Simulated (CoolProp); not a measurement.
Properties of ethylene along the isobar 0.101 MPa.

The numbers come from the reference Helmholtz-energy equation of state, Smukala 2000 in CoolProp.

```csv
T (K),phase,cp (kJ/(kg K)),cv (kJ/(kg K)),Joule-Thomson coefficient (K/MPa),isothermal compressibility (1/MPa)
121,liquid,2.426,1.548,-0.4907,0.0009046
143.8,liquid,2.405,1.451,-0.4693,0.001231
166.7,liquid,2.413,1.376,-0.4242,0.001742
189.5,gas,1.291,0.9650,31.32,10.14
212.3,gas,1.315,0.9986,23.59,10.07
235.1,gas,1.358,1.047,18.34,10.02
257.9,gas,1.415,1.108,14.60,9.991
280.8,gas,1.482,1.177,11.82,9.970
303.6,gas,1.555,1.252,9.719,9.955
326.4,gas,1.633,1.331,8.096,9.944
349.2,gas,1.713,1.412,6.820,9.935
```
